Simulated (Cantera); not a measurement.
Charge: 1 mol Si3N4, 56 mol HCl, at 2048 K and 0.000140 bar.

Method: chemical equilibrium by Gibbs-energy minimisation in Cantera with the NASA 1993 tables (ideal gas, pure condensed phases). Candidate condensed phases: NH4Cl, Si, Si3N4; 28 gas species. The tables' values for SiCl, SiCl3 are old estimates; treat these amounts as uncertain. The numbers say what is thermodynamically allowed, not how fast it happens.

Question: What is the equilibrium state?

Answer: 
```json
{
 "x(HCl)": "0.528",
 "x(Cl)": "0.217",
 "x(H2)": "0.116",
 "x(H)": "0.0645",
 "x(SiCl2)": "0.0386",
 "x(N2)": "0.0295",
 "x(Si)": "0.00382",
 "x(SiCl)": "0.00166",
 "x(SiCl3)": "0.000138",
 "gas_amount": "67.88 mol",
 "log10 activity of Si(l) (absent)": "-2.15"
}
```
